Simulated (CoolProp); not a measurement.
Vapour-liquid equilibrium of benzene (1) + n-heptane (2) at 147.95 °C; x and y are mole fractions of (1).

Values from CoolProp's multi-fluid Helmholtz-energy mixture model, Thol 2012 and Span 2003; pair parameters Bell 2016.

| x | bubble pressure, mixture model (bar) | bubble pressure, Raoult's law (bar) | y, mixture model | y, Raoult's law |
|---|---|---|---|---|
| 0.05 | 3.723 | 3.671 | 0.083 | 0.076 |
| 0.15 | 4.023 | 3.873 | 0.232 | 0.216 |
| 0.25 | 4.310 | 4.074 | 0.358 | 0.343 |
| 0.35 | 4.574 | 4.276 | ? | 0.457 |
| 0.45 | 4.811 | 4.477 | 0.560 | 0.561 |
| 0.55 | 5.019 | 4.678 | 0.644 | 0.657 |
| 0.65 | 5.198 | 4.880 | ? | 0.744 |
| 0.75 | ? | 5.081 | 0.797 | 0.824 |
| 0.85 | 5.468 | 5.282 | 0.873 | 0.899 |
| 0.95 | 5.556 | 5.484 | 0.955 | 0.967 |

Fill in the missing entries.


- 0.35, y, mixture model: 0.466
- 0.65, y, mixture model: 0.722
- 0.75, bubble pressure, mixture model (bar): 5.348

The largest gap from Raoult's law is +7.5 % in bubble pressure, at x = 0.45. No azeotrope shows between x = 0.05 and 0.95.

The pair parameters rest on a limited set of measurements; away from them the model extrapolates.
